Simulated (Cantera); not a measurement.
An isothermal, constant-pressure homogeneous reactor starts with 0.224 % CO, 1.95 % O2, 0.370 % H2O, 97.5 % N2, at 1225 K and 1.60 bar.

Cantera simulation using GRI-Mech 3.0 (53 species, 325 reactions); the numbers are that mechanism's predictions, not measurements.

x: mole fraction; the columns are a selection and need not sum to one.

| t (s) | x CO | x O2 | x H2O | x N2O | x O |
|---|---|---|---|---|---|
| 0.000100 | 0.00224 | 0.0195 | 0.00370 | <1e-12 | 4.90e-10 |
| 0.000255 | 0.00224 | 0.0195 | 0.00370 | <1e-12 | [?] |
| 0.000652 | 0.00224 | 0.0195 | 0.00370 | 1.54e-12 | [?] |
| 0.00166 | 0.00224 | 0.0195 | 0.00370 | 3.00e-11 | [?] |
| 0.00425 | 0.00219 | 0.0195 | 0.00370 | 1.25e-8 | [?] |
| 0.0108 | 0.00105 | 0.0189 | 0.00368 | 3.31e-7 | [?] |
| 0.0277 | 0.000287 | 0.0185 | 0.00370 | 6.21e-7 | [?] |
| 0.0707 | 5.10e-5 | 0.0184 | 0.00370 | 7.61e-7 | [?] |
| 0.181 | 6.61e-6 | 0.0184 | 0.00371 | 7.69e-7 | [?] |
| 0.461 | 6.77e-7 | 0.0184 | 0.00371 | 6.52e-7 | [?] |
| 1.18 | 4.11e-8 | 0.0184 | 0.00371 | 3.99e-7 | [?] |
| 3.00 | 1.05e-9 | 0.0184 | 0.00371 | 1.15e-7 | [?] |
| 7.67 | 4.24e-10 | 0.0184 | 0.00371 | 1.17e-8 | 4.68e-9 |
| 19.6 | 4.09e-10 | 0.0184 | 0.00371 | 7.58e-9 | 4.54e-9 |
| 50.0 | 4.09e-10 | 0.0184 | 0.00371 | 7.58e-9 | 4.54e-9 |

Q: What belongs in the gaps?

A: 
- 0.000255, x O: 1.29e-9
- 0.000652, x O: 4.74e-9
- 0.00166, x O: 6.30e-8
- 0.00425, x O: 1.90e-5
- 0.0108, x O: 3.38e-5
- 0.0277, x O: 9.23e-6
- 0.0707, x O: 1.73e-6
- 0.181, x O: 2.72e-7
- 0.461, x O: 4.89e-8
- 1.18, x O: 1.44e-8
- 3.00, x O: 7.17e-9
